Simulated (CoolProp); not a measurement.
Aqueous potassium carbonate as a coolant, 11 % by mass, freezing at -4.0 °C, 1 atm.

The numbers come from the Melinder's fits for secondary coolants in CoolProp.

| T (°C) | viscosity (mPa s) | conductivity (W/(m K)) | Prandtl number | density (kg/m³) |
|---|---|---|---|---|
| -1 | 2.26 | 0.553 | 14.8 | 1107 |
| 3 | 2.00 | 0.560 | 13.0 | 1106 |
| 6.9 | 1.79 | 0.566 | 11.5 | 1105 |
| 10.8 | 1.62 | 0.572 | 10.3 | 1104 |
| 14.7 | 1.47 | 0.579 | 9.28 | 1102 |
| 18.6 | 1.34 | 0.585 | 8.40 | 1101 |
| 22.5 | 1.23 | 0.592 | 7.64 | 1099 |
| 26.4 | 1.14 | … | 6.97 | 1098 |
| 30.4 | 1.05 | … | … | 1096 |

### Question
Complete the blanks.

### Answer

- 26.4, conductivity (W/(m K)): 0.598
- 30.4, conductivity (W/(m K)): 0.605
- 30.4, Prandtl number: 6.37
